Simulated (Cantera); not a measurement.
An isothermal, constant-pressure homogeneous reactor starts with N2O : H2 : N2 = 1 : 0.0063 : 0.64 (molar parts), at 1198 K and 100000 Pa. Integrator tolerance rtol = 1e-08.

Model: GRI-Mech 3.0 (53 species, 325 reactions), integrated in Cantera. GRI-Mech 3.0 was tuned for natural gas; its chemistry of N2O as a main component is partial and can be far from experiment. The mechanism lacks the step 2 NO + O2 → 2 NO2, which can matter for NO2 below about 1400 K. The temperature is held fixed by assumption; the heat of reaction is taken as removed at once.

Q: What does this change do: pressure from 100000 Pa to 11000 Pa?

A: 
```json
[
 {"quantity": "x(N2O) at 40.0 s", "before": "2.05e-6 (gas-phase equilibrium 1.39e-8)", "after": "0.0410 (gas-phase equilibrium 4.60e-9)"},
 {"quantity": "x(H2) at 40.0 s", "before": "7.78e-11 (gas-phase equilibrium 7.49e-11)", "after": "5.85e-9 (gas-phase equilibrium 2.26e-10)"},
 {"quantity": "x(N2) at 40.0 s", "before": "0.749 (gas-phase equilibrium 0.765)", "after": "0.720 (gas-phase equilibrium 0.765)"},
 {"quantity": "x(NO) at 40.0 s", "before": "0.0321 (gas-phase equilibrium 0.000200)", "after": "0.0399 (gas-phase equilibrium 0.000200)"},
 {"quantity": "x(H) at 40.0 s", "before": "1.69e-12 (gas-phase equilibrium 1.66e-12)", "after": "1.20e-9 (gas-phase equilibrium 8.67e-12)"},
 {"quantity": "x(H2O2) at 40.0 s", "before": "3.21e-11 (gas-phase equilibrium 3.33e-11)", "after": "3.04e-10 (gas-phase equilibrium 1.10e-11)"},
 {"quantity": "x(HO2) at 40.0 s", "before": "2.29e-9 (gas-phase equilibrium 2.42e-9)", "after": "2.76e-9 (gas-phase equilibrium 1.39e-9)"}
]
```
